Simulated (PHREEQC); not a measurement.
Dissolve 0.0041 mol/kgw NiSO4, 0.1 mol/kgw NaCl and 0.071 mol/kgw MnSO4 at 20 °C. Closed to the air; pH follows from the charge balance.

Computed with PHREEQC (ion-association model, wateq4f.dat).

| quantity | before | after |
|---|---|---|
| pH | 6.41 | 5.93 |
| ionic strength (mol/kgw) | 0.282 | 0.255 |
| SO4-2 (mol/kgw) | 0.0453 | 0.0381 |
| Ni+2 (mol/kgw) | 0.00244 | 0.00243 |
| NiSO4 (mol/kgw) | 0.00148 | 0.00150 |
| Ni(SO4)2-2 (mol/kgw) | 3.52e-6 | 2.25e-6 |
| SI of Morenosite (NiSO4:7H2O) | -2.69 | -3.09 |

Q: Which change was made?
A. NaCl left out
B. 0.0047 mol/kgw H2SO4 added
C. temperature from 20 to 60 °C
D. temperature from 20 to 90 °C
E. MnSO4 left out

A: C, temperature from 20 to 60 °C

No solid was allowed to form. In wateq4f.dat the enthalpy of Ni(OH)2 has the wrong sign, so its saturation index can't be trusted away from 25 °C. At this temperature some constants are extrapolated from 25 °C, and those without enthalpy data are left unchanged.
